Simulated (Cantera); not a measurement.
A perfectly stirred reactor is fed with NO : N2 = 1 : 1.2 (molar parts), at 0.230 bar; it is held at 1925 K, and followed from long to short residence time.

Model: GRI-Mech 3.0 (53 species, 325 reactions), integrated in Cantera.

What does this change do: temperature 1925 to 1450 K?


| quantity | before | after |
|---|---|---|
| x(NO) at τ = 4.00 s | 0.260 | 0.453 |
| x(N2O) at τ = 4.00 s | 2.63e-5 | 5.92e-5 |
| x(N2) at τ = 4.00 s | 0.643 | 0.546 |
| x(NO2) at τ = 4.00 s | 0.000167 | 0.000142 |
| x(O) at τ = 4.00 s | 0.000248 | 2.40e-7 |
| x(NO) at τ = 46.0 ms | 0.451 | 0.455 |
| x(N2O) at τ = 46.0 ms | 8.24e-5 | 8.88e-6 |
| x(N2) at τ = 46.0 ms | 0.547 | 0.545 |
| x(NO2) at τ = 46.0 ms | 7.56e-5 | 1.12e-5 |
| x(O) at τ = 46.0 ms | 7.54e-5 | 5.65e-8 |
